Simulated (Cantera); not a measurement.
A perfectly stirred reactor is fed with 29.3 % CH4, 70.7 % H2, at 0.00680 bar; it is held at 1825 K, and followed from long to short residence time.

Cantera simulation using GRI-Mech 3.0 (53 species, 325 reactions); the numbers are that mechanism's predictions, not measurements. GRI-Mech 3.0 stops at C3 and has no aromatics, soot or wall deposition, so with more carbon than oxygen in the feed, carbon stays in small species such as C2H2 where larger ones or solid carbon would form. Radical loss at walls, strong at low pressure, is not modelled.

Predict: x(CH4) at τ = 12.0 s; x(H2) at τ = 12.0 s; x(C2H2) at τ = 12.0 s; x(CH2) at τ = 12.0 s; x(C2H6) at τ = 12.0 s; x(CH4) at τ = 0.160 s; x(H2) at τ = 0.160 s; x(C2H2) at τ = 0.160 s; x(CH2) at τ = 0.160 s; x(C2H6) at τ = 0.160 s.


```json
{
  "x(CH4) at τ = 12.0 s": "0.00750",
  "x(H2) at τ = 12.0 s": "0.878",
  "x(C2H2) at τ = 12.0 s": "0.110",
  "x(CH2) at τ = 12.0 s": "2.36e-6",
  "x(C2H6) at τ = 12.0 s": "3.12e-7",
  "x(CH4) at τ = 0.160 s": "0.103",
  "x(H2) at τ = 0.160 s": "0.820",
  "x(C2H2) at τ = 0.160 s": "0.0704",
  "x(CH2) at τ = 0.160 s": "5.74e-6",
  "x(C2H6) at τ = 0.160 s": "2.60e-5"
}
```
